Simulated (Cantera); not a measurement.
Stirred combustor or abatement burner

A perfectly stirred reactor is fed with CO : H₂ : CH₄ : O₂ : N₂ : H₂O = 1 : 0.4 : 0.16 : 0.53 : 2.95 : 0.11 (molar parts), equivalence ratio 1.9, at 750 Torr; it is adiabatic with a 373 K inlet, and is followed from long to short residence time, starting on the burning branch (τ in s: 0.42, 0.17, 0.067, 0.027, 0.011, 0.0043, 0.0017, 0.00068, 0.00027, 0.00011, 4.3e-05, 1.7e-05).

Computed with Cantera and GRI-Mech 3.0 (53 species, 325 reactions).

```json
[
 {"τ (s)": "0.42", "T (K)": "1747", "x CO": "0.145", "x H₂": "0.0516", "x CH₄": "0.000303", "x CH₃": "2.61e-5", "x NO": "1.44e-5"},
 {"τ (s)": "0.17", "T (K)": "1745", "x CO": "0.146", "x H₂": "0.0515", "x CH₄": "0.000266", "x CH₃": "3.60e-5", "x NO": "2.14e-5"},
 {"τ (s)": "0.067", "T (K)": "1741", "x CO": "0.146", "x H₂": "0.0516", "x CH₄": "0.000167", "x CH₃": "3.95e-5", "x NO": "3.34e-5"},
 {"τ (s)": "0.027", "T (K)": "1733", "x CO": "0.146", "x H₂": "0.0516", "x CH₄": "9.90e-5", "x CH₃": "3.70e-5", "x NO": "4.31e-5"},
 {"τ (s)": "0.011", "T (K)": "1723", "x CO": "0.146", "x H₂": "0.0513", "x CH₄": "9.04e-5", "x CH₃": "4.11e-5", "x NO": "4.40e-5"},
 {"τ (s)": "0.0043", "T (K)": "1707", "x CO": "0.145", "x H₂": "0.0507", "x CH₄": "0.000111", "x CH₃": "5.28e-5", "x NO": "3.91e-5"},
 {"τ (s)": "0.0017", "T (K)": "1682", "x CO": "0.146", "x H₂": "0.0497", "x CH₄": "0.000165", "x CH₃": "7.35e-5", "x NO": "3.03e-5"},
 {"τ (s)": "0.00068", "T (K)": "1646", "x CO": "0.147", "x H₂": "0.0481", "x CH₄": "0.000281", "x CH₃": "0.000107", "x NO": "1.98e-5"},
 {"τ (s)": "0.00027", "T (K)": "1587", "x CO": "0.152", "x H₂": "0.0452", "x CH₄": "0.000582", "x CH₃": "0.000162", "x NO": "1.04e-5"},
 {"τ (s)": "0.00011", "T (K)": "373", "x CO": "0.194", "x H₂": "0.0777", "x CH₄": "0.0311", "x CH₃": "<1e-12", "x NO": "<1e-12"},
 {"τ (s)": "4.3e-5", "T (K)": "373", "x CO": "0.194", "x H₂": "0.0777", "x CH₄": "0.0311", "x CH₃": "<1e-12", "x NO": "<1e-12"},
 {"τ (s)": "1.7e-5", "T (K)": "373", "x CO": "0.194", "x H₂": "0.0777", "x CH₄": "0.0311", "x CH₃": "<1e-12", "x NO": "<1e-12"}
]
```
x: mole fraction; the columns are a selection and need not sum to one.
